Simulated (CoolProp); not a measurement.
c-C4F8 (RC318) at 465.34 K and 0.273 MPa is throttled through a valve to 0.0804 MPa with no heat exchange. Each further row changes one setting.

Values from CoolProp's reference Helmholtz-energy equation of state, Platzer 1990. This equation is an older, rougher fit.

```
case                        temperature change (K)  final density (kg/m³)
--------------------------  ----------------------  ---------------------
as stated                                     -0.9                   4.19
outlet pressure 0.0241 MPa                    -1.1                   1.25
outlet pressure 0.105 MPa                     -0.8                   5.47
```
